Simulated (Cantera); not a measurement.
Mixture: 24.4 % H₂, 15.8 % O₂, 59.5 % N₂, 0.317 % NO, at 1.01 bar, adiabatic and at constant pressure. Ignition delay is the time to a rise of 400 K.

Cantera simulation using GRI-Mech 3.0 (53 species, 325 reactions); the numbers are that mechanism's predictions, not measurements. The mechanism lacks 2 NO + O2 → 2 NO2 and HONO, so NO2 and the effect of NO are under-described below about 1400 K. Where the delays flatten at high temperature, the 400 K rule measures the pace of heat release, not the induction time.

**Question.** Predict: delay at 975 K; delay at 1175 K; delay at 1375 K; delay at 1575 K.

**Answer.** 
| Quantity | Result |
|---|---|
| delay at 975 K | 0.239 ms |
| delay at 1175 K | 52.6 µs |
| delay at 1375 K | 24.4 µs |
| delay at 1575 K | 18.0 µs |
